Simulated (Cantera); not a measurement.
A perfectly stirred reactor is fed with 6.63 % H₂, 93.4 % O₂, equivalence ratio 0.035, at 0.00220 bar; it is held at 1425 K, and followed from long to short residence time.

Computed with Cantera and GRI-Mech 3.0 (53 species, 325 reactions). Radical loss at walls, strong at low pressure, is not modelled. The temperature is held fixed by assumption; the heat of reaction is taken as removed at once.

Predict: x(H₂) at τ = 2.30 s; x(O₂) at τ = 2.30 s; x(HO₂) at τ = 2.30 s; x(H₂O₂) at τ = 2.30 s; x(O) at τ = 2.30 s; x(H₂) at τ = 98.0 ms; x(O₂) at τ = 98.0 ms; x(HO₂) at τ = 98.0 ms; x(H₂O₂) at τ = 98.0 ms; x(O) at τ = 98.0 ms.


| Item | Result |
|---|---|
| x(H₂) at τ = 2.30 s | 0.000878 |
| x(O₂) at τ = 2.30 s | 0.901 |
| x(HO₂) at τ = 2.30 s | 3.24e-7 |
| x(H₂O₂) at τ = 2.30 s | 9.85e-9 |
| x(O) at τ = 2.30 s | 0.0262 |
| x(H₂) at τ = 98.0 ms | 0.00182 |
| x(O₂) at τ = 98.0 ms | 0.881 |
| x(HO₂) at τ = 98.0 ms | 3.76e-7 |
| x(H₂O₂) at τ = 98.0 ms | 1.13e-8 |
| x(O) at τ = 98.0 ms | 0.0442 |
